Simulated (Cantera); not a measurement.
Feed: 1 mol CS2, 1.8 mol H2O, 0.089 mol O2, at 1275 K and 0.133 bar.

These are equilibrium values from Cantera (NASA tables, ideal gas, pure condensed phases), not measurements of a reactor. Candidate condensed phases: C, C6H6, C7H8, C8H18, H2O, H2SO4, S; 123 gas species. Gases not in the tables: S3 to S7. Kinetics and transport are ignored.

Base state: H2S 0.245, S2 0.168, H2O 0.163, CO 0.161, CO2 0.126, H2 0.125, COS 0.0101, SH 0.000821 (mole fractions); condensed: gas only.

Q: What changes in the equilibrium state with this change: temperature from 1275 K to 1575 K?

A: 
```json
[
 {"species": "S2", "before": "0.168", "after": "0.222"},
 {"species": "H2", "before": "0.125", "after": "0.208"},
 {"species": "CO", "before": "0.161", "after": "0.206"},
 {"species": "H2S", "before": "0.245", "after": "0.0918"},
 {"species": "CO2", "before": "0.126", "after": "0.0660"},
 {"species": "COS", "before": "0.0101", "after": "0.00306"},
 {"species": "H2O", "before": "0.163", "after": "0.193"},
 {"species": "H", "before": "7.14e-7", "after": "5.19e-5"},
 {"species": "S", "before": "2.12e-6", "after": "0.000120"},
 {"species": "SO", "before": "3.93e-5", "after": "0.000990"},
 {"species": "SO2", "before": "0.000578", "after": "0.00408"}
]
```

Q: What changes in the equilibrium state with this change: O2 from 0.089 to 0.39 mol?

A: 
| species | before | after |
|---|---|---|
| H2O | 0.163 | 0.261 |
| S2 | 0.168 | 0.194 |
| CO2 | 0.126 | 0.184 |
| H2S | 0.245 | 0.172 |
| CO | 0.161 | 0.0960 |
| COS | 0.0101 | 0.00649 |
| H2 | 0.125 | 0.0819 |
| SO2 | 0.000578 | 0.00370 |
| CS2 | 0.000193 | 5.45e-5 |
| S2O | 0.000201 | 0.000567 |
| SO | 3.93e-5 | 0.000103 |
| SH | 0.000821 | 0.000713 |
